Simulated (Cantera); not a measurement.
**Ignition delay**

Mixture: CH3OH : O2 : N2 = 1 : 1.07 : 4.03 (molar parts), equivalence ratio 1.4, at 1.60 bar, adiabatic and at constant volume. Ignition delay is the time to a rise of 400 K.

Cantera simulation using GRI-Mech 3.0 (53 species, 325 reactions); the numbers are that mechanism's predictions, not measurements. GRI-Mech 3.0 was tuned for natural gas; its chemistry of methanol as a main component is partial and can be far from experiment.

```tsv
T0 (K)	delay (ms)
1000	321
1050	101
1100	35.5
1150	13.7
1200	5.71
1250	2.57
1300	1.24
```

| Item | Value |
|---|---|
| apparent activation energy between 1200 and 1300 K | 200 kJ/mol |
